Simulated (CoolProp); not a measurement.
Properties of hexamethyldisiloxane (MM) along the isobar 9.16 MPa (Tc = 245.6 °C, pc = 1.931 MPa, ω = 0.418).

The numbers come from the reference Helmholtz-energy equation of state, Thol 2016 in CoolProp.

| T (°C) | phase | cp (kJ/(kg K)) | isothermal compressibility (1/MPa) |
|---|---|---|---|
| 16.15 | liquid | 1.863 | 0.001623 |
| 31.05 | liquid | 1.899 | 0.001819 |
| 46.05 | liquid | 1.936 | 0.002046 |
| 60.95 | liquid | 1.974 | 0.002305 |
| 75.85 | liquid | 2.012 | 0.002604 |
| 90.75 | liquid | 2.050 | 0.002952 |
| 105.65 | liquid | 2.089 | 0.003360 |
| 120.65 | liquid | 2.127 | 0.003842 |
| 135.55 | liquid | 2.165 | 0.004409 |
| 150.45 | liquid | 2.202 | 0.005084 |
| 165.35 | liquid | 2.239 | 0.005891 |
| 180.25 | liquid | 2.275 | 0.006861 |
| 195.25 | liquid | 2.311 | 0.008042 |
| 210.15 | liquid | 2.347 | 0.009463 |
| 225.05 | liquid | 2.381 | 0.01119 |
